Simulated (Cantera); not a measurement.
A closed system holds: 1 mol CsCl, 0.089 mol H2O, 2.3 mol N2, 0.21 mol HCl, equilibrated at 1425 °C and 1.90e-5 bar.

Equilibrium computed with Cantera from the NASA thermochemical tables; the gas is ideal and each condensed phase is pure. Candidate condensed phases: Cs, CsCl, CsOH, H2O, NH4Cl; 37 gas species. Rates play no part.

Base state: N2 0.633, CsCl 0.273, HCl 0.0448, H2O 0.0231, Cl 0.0146, H2 0.00625, H 0.00262, Cs 0.00162 (mole fractions); condensed: gas only.

### Question
What changes in the equilibrium state with this change: temperature from 1425 °C to 1077 °C?

### Answer
| species | before | after |
|---|---|---|
| N2 | 0.633 | 0.639 |
| CsCl | 0.273 | 0.278 |
| HCl | 0.0448 | 0.0572 |
| Cl | 0.0146 | 0.00110 |
| H2O | 0.0231 | 0.0247 |
| O | 0.000168 | 2.01e-7 |
| Cs | 0.00162 | 6.58e-6 |
| H | 0.00262 | 1.29e-5 |
